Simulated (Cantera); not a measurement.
Input: 1 mol Si2H6, 1 mol Cl2, 150 mol N2, equilibrated at 950 K and 1 atm.

Equilibrium computed with Cantera from the NASA thermochemical tables; the gas is ideal and each condensed phase is pure. Candidate condensed phases: NH4Cl, Si, Si3N4; 28 gas species. The feed counts by its element totals alone. N2 is the only nitrogen source here; it is nearly inert below about 1500 K, so the nitride shown seldom forms there in practice. Kinetics and transport are ignored.

Base state: N2 0.974, H2 0.0132, HCl 0.0129, SiCl4 5.95e-5 (mole fractions); condensed: Si3N4(s).

What changes in the equilibrium state with this change: Cl2 from 1 to 0.011 mol?


| species | before | after |
|---|---|---|
| N2 | 0.974 | 0.980 |
| H2 | 0.0132 | 0.0197 |
| HCl | 0.0129 | 0.000145 |
| SiCl4 | 5.95e-5 | <1e-9 |
| Si3N4(s), mol | 0.664 | 0.667 |
